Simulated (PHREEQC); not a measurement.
Make-up at 20 °C: 0.016 mol/kgw HF, 0.00022 mol/kgw ZnSO4, 0.24 mol/kgw KCl and 0.0099 mol/kgw CO2. Closed to the air; pH follows from the charge balance.

All values are PHREEQC results (ion-association model, wateq4f.dat), not measurements.

Precipitation was switched off in this run.

Estimate the pH, activity of water.

pH 2.50; activity of water 0.991.

In which forms is Zn present?

Zn+2 83 %, ZnCl+ 13 %, ZnCl2 1.5 %, ZnF+ 1.2 % of the Zn.
